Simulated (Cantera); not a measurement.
A freely propagating, adiabatic, planar premixed flame of 20.1 % CO, 1.99 % H2, 2.61 % CH4, 14.8 % O2, 60.6 % N2, unburnt at 498 K and 500000 Pa; mixture-averaged transport, grid criteria slope 0.08 and curve 0.16, no radiation.

Detailed kinetics in Cantera: GRI-Mech 3.0 (53 species, 325 reactions). Burning velocities carry a grid error of a few per cent, more on coarse grids.

Task: Predict: laminar burning velocity; thermal thickness; peak x(HCO).

Result: 
* **laminar burning velocity**: 92.6 cm/s
* **thermal thickness**: 0.0914 mm
* **peak x(HCO)**: 1.90e-5
